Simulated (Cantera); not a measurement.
A closed system holds: 1 mol Si2H6, 3.4 mol NO, 1.9 mol H2, 0.59 mol N2O, at 1425 K.

Equilibrium computed with Cantera from the NASA thermochemical tables; the gas is ideal and each condensed phase is pure. Candidate condensed phases: H2O, Si, SiO2, Si2N2O, Si3N4; 35 gas species. The feed counts by its element totals alone. Mutual solubility and eutectic melting of coexisting phases are not modelled. The tables hold silica as quartz up to 1696 K and as liquid above; real silica turns to tridymite and cristobalite and melts near 1996 K. The numbers say what is thermodynamically allowed, not how fast it happens.

Task: At 14.0 mbar, list the 5 most abundant gas species with their mole fractions, and the condensed phases.

Result: H2 0.682, N2 0.318, SiO 0.000116, H2O 7.30e-5, H 4.76e-5. Condensed: SiO2(β-quartz) + Si2N2O(s).
